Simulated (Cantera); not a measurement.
**Adiabatic ignition**

An adiabatic, constant-pressure homogeneous reactor starts with H₂ : O₂ : N₂ = 1 : 0.5 : 1.88 (molar parts), equivalence ratio 1.0, at 1125 K and 0.987 atm.

Model: GRI-Mech 3.0 (53 species, 325 reactions), integrated in Cantera.

```csv
t (s),T (K),x H₂,x O₂,x NO₂,x N₂O,x H,x HO₂
3.00e-6,1125,0.296,0.148,<1e-12,<1e-12,2.32e-9,2.25e-9
7.83e-6,1125,0.296,0.148,<1e-12,<1e-12,1.12e-8,7.80e-9
2.04e-5,1125,0.296,0.148,<1e-12,<1e-12,2.16e-7,8.94e-8
5.33e-5,1127,0.295,0.148,<1e-12,3.88e-11,0.000340,6.13e-5
0.000139,2431,0.0524,0.0215,1.02e-8,9.61e-8,0.0313,6.17e-6
0.000363,2720,0.0403,0.0145,1.30e-7,2.82e-7,0.0138,5.45e-6
0.000949,2733,0.0398,0.0136,4.41e-7,3.06e-7,0.0129,5.30e-6
0.00248,2728,0.0404,0.0127,9.30e-7,3.29e-7,0.0128,4.99e-6
0.00646,2726,0.0408,0.0122,1.21e-6,3.52e-7,0.0127,4.81e-6
0.0169,2725,0.0408,0.0122,1.22e-6,3.53e-7,0.0127,4.79e-6
0.0440,2725,0.0408,0.0122,1.22e-6,3.53e-7,0.0127,4.79e-6
0.115,2725,0.0408,0.0122,1.22e-6,3.53e-7,0.0127,4.79e-6
0.300,2725,0.0408,0.0122,1.22e-6,3.53e-7,0.0127,4.79e-6
```
x: mole fraction; the columns are a selection and need not sum to one.

The time of steepest temperature rise is 73.9 µs. The temperature at 0.300 s comes out as 2725 K and the equilibrium temperature is 2725 K. The x(H₂) at 0.300 s is 0.0408 (gas-phase equilibrium 0.0408). The x(O₂) at 0.300 s is 0.0122 (gas-phase equilibrium 0.0122) and the x(NO₂) at 0.300 s is 1.22e-6 (gas-phase equilibrium 1.22e-6).
